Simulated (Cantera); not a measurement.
## Formation from one mole of Cl₂

Cantera with NASA thermochemical tables; ideal gases at 1 bar, condensed phases pure. Values are per mole of reaction as written; species without (g) are pure solids or liquids, kept so even where they would boil at 1 bar.

Pb + Cl₂(g) = PbCl₂(g)

```json
[
 {"T (K)": "300", "ΔH° (kJ)": "-174.1", "ΔS° (J/K)": "29.3", "ΔG° (kJ)": "-182.9", "log10 K": "31.84"},
 {"T (K)": "423", "ΔH° (kJ)": "-174.8", "ΔS° (J/K)": "27.2", "ΔG° (kJ)": "-186.3", "log10 K": "23.01"},
 {"T (K)": "433", "ΔH° (kJ)": "-174.9", "ΔS° (J/K)": "27.0", "ΔG° (kJ)": "-186.6", "log10 K": "22.51"},
 {"T (K)": "443", "ΔH° (kJ)": "-175.0", "ΔS° (J/K)": "26.9", "ΔG° (kJ)": "-186.9", "log10 K": "22.03"},
 {"T (K)": "453", "ΔH° (kJ)": "-175.0", "ΔS° (J/K)": "26.7", "ΔG° (kJ)": "-187.1", "log10 K": "21.58"},
 {"T (K)": "463", "ΔH° (kJ)": "-175.1", "ΔS° (J/K)": "26.5", "ΔG° (kJ)": "-187.4", "log10 K": "21.14"},
 {"T (K)": "473", "ΔH° (kJ)": "-175.2", "ΔS° (J/K)": "26.4", "ΔG° (kJ)": "-187.7", "log10 K": "20.72"},
 {"T (K)": "483", "ΔH° (kJ)": "-175.3", "ΔS° (J/K)": "26.2", "ΔG° (kJ)": "-187.9", "log10 K": "20.32"},
 {"T (K)": "493", "ΔH° (kJ)": "-175.3", "ΔS° (J/K)": "26.1", "ΔG° (kJ)": "-188.2", "log10 K": "19.94"},
 {"T (K)": "503", "ΔH° (kJ)": "-175.4", "ΔS° (J/K)": "25.9", "ΔG° (kJ)": "-188.4", "log10 K": "19.57"},
 {"T (K)": "513", "ΔH° (kJ)": "-175.5", "ΔS° (J/K)": "25.7", "ΔG° (kJ)": "-188.7", "log10 K": "19.21"},
 {"T (K)": "523", "ΔH° (kJ)": "-175.6", "ΔS° (J/K)": "25.6", "ΔG° (kJ)": "-189.0", "log10 K": "18.87"}
]
```

0.6667 Ti + Cl₂(g) = 0.6667 TiCl₃(g)

```
T (K)  ΔH° (kJ)  ΔS° (J/K)  ΔG° (kJ)  log10 K
-----  --------  ---------  --------  -------
300      -359.6      -32.3    -349.9    60.91
423      -359.7      -32.8    -345.8    42.71
433      -359.7      -32.8    -345.5    41.68
443      -359.7      -32.8    -345.2    40.70
453      -359.7      -32.8    -344.9    39.76
463      -359.7      -32.8    -344.5    38.87
473      -359.7      -32.8    -344.2    38.01
483      -359.7      -32.8    -343.9    37.19
493      -359.7      -32.8    -343.6    36.40
503      -359.7      -32.8    -343.2    35.64
513      -359.7      -32.8    -342.9    34.91
523      -359.7      -32.8    -342.6    34.21
```

0.6667 Ti + Cl₂(g) = 0.6667 TiCl₃

```json
[
 {"T (K)": "300", "ΔH° (kJ)": "-481.1", "ΔS° (J/K)": "-150.3", "ΔG° (kJ)": "-436.1", "log10 K": "75.92"},
 {"T (K)": "423", "ΔH° (kJ)": "-479.5", "ΔS° (J/K)": "-145.7", "ΔG° (kJ)": "-417.9", "log10 K": "51.60"},
 {"T (K)": "433", "ΔH° (kJ)": "-479.4", "ΔS° (J/K)": "-145.4", "ΔG° (kJ)": "-416.4", "log10 K": "50.23"},
 {"T (K)": "443", "ΔH° (kJ)": "-479.2", "ΔS° (J/K)": "-145.1", "ΔG° (kJ)": "-415.0", "log10 K": "48.93"},
 {"T (K)": "453", "ΔH° (kJ)": "-479.1", "ΔS° (J/K)": "-144.8", "ΔG° (kJ)": "-413.5", "log10 K": "47.68"},
 {"T (K)": "463", "ΔH° (kJ)": "-479.0", "ΔS° (J/K)": "-144.6", "ΔG° (kJ)": "-412.1", "log10 K": "46.49"},
 {"T (K)": "473", "ΔH° (kJ)": "-478.9", "ΔS° (J/K)": "-144.3", "ΔG° (kJ)": "-410.6", "log10 K": "45.34"},
 {"T (K)": "483", "ΔH° (kJ)": "-478.7", "ΔS° (J/K)": "-144.0", "ΔG° (kJ)": "-409.2", "log10 K": "44.25"},
 {"T (K)": "493", "ΔH° (kJ)": "-478.6", "ΔS° (J/K)": "-143.8", "ΔG° (kJ)": "-407.7", "log10 K": "43.20"},
 {"T (K)": "503", "ΔH° (kJ)": "-478.5", "ΔS° (J/K)": "-143.5", "ΔG° (kJ)": "-406.3", "log10 K": "42.19"},
 {"T (K)": "513", "ΔH° (kJ)": "-478.4", "ΔS° (J/K)": "-143.3", "ΔG° (kJ)": "-404.9", "log10 K": "41.22"},
 {"T (K)": "523", "ΔH° (kJ)": "-478.2", "ΔS° (J/K)": "-143.0", "ΔG° (kJ)": "-403.4", "log10 K": "40.29"}
]
```

2 Cu + Cl₂(g) = 0.6667 Cu₃Cl₃(g)

| T (K) | ΔH° (kJ) | ΔS° (J/K) | ΔG° (kJ) | log10 K |
|---|---|---|---|---|
| 300 | -172.4 | -3.0 | -171.5 | 29.86 |
| 423 | -172.4 | -3.2 | -171.1 | 21.13 |
| 433 | -172.4 | -3.2 | -171.1 | 20.64 |
| 443 | -172.5 | -3.2 | -171.0 | 20.17 |
| 453 | -172.5 | -3.2 | -171.0 | 19.72 |
| 463 | -172.5 | -3.3 | -171.0 | 19.29 |
| 473 | -172.5 | -3.3 | -170.9 | 18.88 |
| 483 | -172.5 | -3.3 | -170.9 | 18.48 |
| 493 | -172.5 | -3.3 | -170.9 | 18.10 |
| 503 | -172.5 | -3.4 | -170.8 | 17.74 |
| 513 | -172.6 | -3.4 | -170.8 | 17.39 |
| 523 | -172.6 | -3.4 | -170.8 | 17.06 |
